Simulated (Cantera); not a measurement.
Input: 1 mol MgO, 4.4 mol SO2, 5.3 mol O2, at 1302 °C and 13.0 bar.

Method: chemical equilibrium by Gibbs-energy minimisation in Cantera with the NASA 1993 tables (ideal gas, pure condensed phases). Candidate condensed phases: Mg, MgO, MgS, MgSO4, S; 14 gas species. Equilibrium is a limit: real reactors are often held back by kinetics, nucleation or transport.

Base state: O2 0.540, SO2 0.431, SO3 0.0296 (mole fractions); condensed: MgO(s).

Task: What changes in the equilibrium state with this change: O2 from 5.3 to 0.037 mol?

Result: 
| species | before | after |
|---|---|---|
| SO2 | 0.431 | 0.988 |
| SO3 | 0.0296 | 0.00659 |
| O2 | 0.540 | 0.00507 |
| MgO(s), mol | 1.00 | 1.00 |
